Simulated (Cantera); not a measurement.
Gas-phase reforming

An isothermal, constant-pressure homogeneous reactor starts with 27.2 % CH₄, 70.7 % H₂O, 2.17 % H₂, at 1900 K and 0.300 bar.

Computed with Cantera and GRI-Mech 3.0 (53 species, 325 reactions).

```csv
t (s),x CH₄,x H₂O,x H₂,x CO₂,x C₂H₂,x H₂O₂
1.00e-5,0.271,0.706,0.0222,<1e-12,3.13e-8,1.95e-12
3.03e-5,0.268,0.705,0.0236,8.28e-11,3.56e-6,1.43e-11
9.20e-5,0.255,0.701,0.0332,8.67e-8,0.000383,9.09e-11
0.000279,0.189,0.668,0.103,1.45e-5,0.0154,1.86e-10
0.000847,0.0993,0.604,0.223,0.000221,0.0584,1.47e-10
0.00257,0.0412,0.551,0.308,0.00168,0.0787,1.39e-10
0.00779,0.0185,0.489,0.374,0.00772,0.0720,1.23e-10
0.0236,0.0130,0.403,0.444,0.0156,0.0452,6.85e-11
0.0717,0.00760,0.318,0.513,0.0183,0.0163,3.43e-11
0.217,0.00193,0.270,0.553,0.0179,0.00140,2.19e-11
0.659,6.55e-6,0.264,0.559,0.0177,1.79e-7,2.13e-11
2.00,7.62e-10,0.264,0.559,0.0177,<1e-12,2.14e-11
```
x: mole fraction; the columns are a selection and need not sum to one.

Equilibrium at this temperature and pressure: CH₄ 9.29e-10, H₂O 0.264, H₂ 0.559, CO₂ 0.0177, C₂H₂ <1e-12, H₂O₂ 2.14e-11 (gas phase only).
